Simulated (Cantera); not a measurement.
## Low-pressure radical oxidation in H2/O2

A perfectly stirred reactor is fed with H2 : O2 = 0.28 : 1 (molar parts), equivalence ratio 0.14, at 0.0267 bar; it is held at 1300 K, and followed from long to short residence time.

Cantera simulation using the H2/O2 subset of GRI-Mech 3.0, which has no nitrogen chemistry; the numbers are that mechanism's predictions, not measurements. Radical loss at walls, strong at low pressure, is not modelled. The temperature is held fixed by assumption; the heat of reaction is taken as removed at once.

```csv
τ (s),x H2,x O2,x O,x HO2,x H2O,x H
7.5,0.000102,0.754,0.000410,1.73e-6,0.245,2.40e-5
3.7,0.000163,0.753,0.000660,2.52e-6,0.244,4.91e-5
1.9,0.000252,0.753,0.00103,3.50e-6,0.244,9.60e-5
0.93,0.000401,0.752,0.00166,4.85e-6,0.244,0.000197
0.46,0.000631,0.751,0.00266,6.46e-6,0.243,0.000397
0.23,0.000983,0.749,0.00419,8.27e-6,0.241,0.000790
0.12,0.00148,0.746,0.00640,1.01e-5,0.240,0.00150
0.057,0.00235,0.742,0.0103,1.21e-5,0.236,0.00308
0.029,0.00353,0.736,0.0156,1.36e-5,0.232,0.00582
0.014,0.00537,0.727,0.0239,1.49e-5,0.224,0.0112
0.0071,0.00774,0.715,0.0342,1.55e-5,0.213,0.0194
```
x: mole fraction; the columns are a selection and need not sum to one.
